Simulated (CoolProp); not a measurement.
CH2F2 (R32) at 173.71 K and 9.16 MPa flows at 13 m/s in a round tube of 50 mm bore and 1.5 µm roughness, fully developed (64/Re and Nu = 3.66 if laminar; Colebrook and Gnielinski if turbulent). Each further row changes one setting.

Model: reference Helmholtz-energy equation of state, Tillner-Roth 1997, in CoolProp.

```json
[
 {"case": "as stated", "Reynolds number": "1210000", "Darcy friction factor": "0.0120", "pressure drop (Pa/m)": "?", "heat-transfer coefficient (W/(m² K))": "21000", "mass flow (kg/h)": "?"},
 {"case": "velocity 26 m/s", "Reynolds number": "2420000", "Darcy friction factor": "?", "pressure drop (Pa/m)": "101000", "heat-transfer coefficient (W/(m² K))": "39600", "mass flow (kg/h)": "?"},
 {"case": "diameter 100 mm", "Reynolds number": "2420000", "Darcy friction factor": "0.0106", "pressure drop (Pa/m)": "12100", "heat-transfer coefficient (W/(m² K))": "19100", "mass flow (kg/h)": "?"}
]
```

### Question
Complete the blanks.

### Answer

- as stated, pressure drop (Pa/m): 27300
- as stated, mass flow (kg/h): 124000
- velocity 26 m/s, Darcy friction factor: 0.0111
- velocity 26 m/s, mass flow (kg/h): 248000
- diameter 100 mm, mass flow (kg/h): 495000

Viscosity comes from a separate model (Bell 2016), an estimate that may be off by 10 % or more. Thermal conductivity comes from a separate model (Huber 2003), an estimate that may be off by 10 % or more.
